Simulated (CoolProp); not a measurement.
Nitrogen along the isobar 2590 kPa: Z from the reference equation and from simpler models built on Tc = -147.0 °C, pc = 3396 kPa, ω = 0.037; each cubic takes its own stable root.

Values from CoolProp's reference Helmholtz-energy equation of state, Span 2000.

| T (°C) | phase | reference | van der Waals | Redlich-Kwong | Soave-Redlich-Kwong | Peng-Robinson |
|---|---|---|---|---|---|---|
| -203.45 | liquid | 0.1482 | 0.2144 | 0.1459 | 0.1472 | 0.1307 |
| -182.35 | liquid | 0.1282 | 0.1843 | 0.1286 | 0.1291 | 0.1142 |
| -161.15 | liquid | 0.1261 | ___ | 0.1347 | 0.1344 | 0.1191 |
| -139.95 | gas | 0.7406 | 0.7527 | 0.7364 | 0.7378 | 0.7134 |
| -118.85 | gas | 0.8549 | 0.8474 | 0.8497 | 0.8540 | 0.8327 |
| -97.65 | gas | ___ | 0.8973 | 0.9054 | 0.9115 | 0.8930 |
| -76.55 | gas | 0.9425 | 0.9277 | 0.9376 | 0.9449 | 0.9286 |
| -55.35 | gas | 0.9628 | 0.9479 | 0.9580 | 0.9660 | ___ |
| -34.25 | gas | 0.9763 | 0.9619 | 0.9716 | 0.9799 | 0.9671 |
| -13.05 | gas | 0.9857 | 0.9720 | 0.9810 | 0.9895 | 0.9780 |
| 8.05 | gas | 0.9924 | 0.9795 | 0.9877 | 0.9961 | 0.9858 |
| 29.25 | gas | 0.9973 | 0.9852 | 0.9926 | 1.001 | 0.9916 |
| 50.45 | gas | 1.001 | 0.9896 | 0.9963 | 1.004 | 0.9959 |
| 71.55 | gas | 1.004 | 0.9930 | 0.9990 | 1.007 | 0.9991 |
| 92.75 | gas | 1.006 | 0.9957 | 1.001 | 1.009 | 1.002 |

What belongs in the gaps?


- -161.15, van der Waals: 0.1838
- -97.65, reference: 0.9104
- -55.35, Peng-Robinson: 0.9516
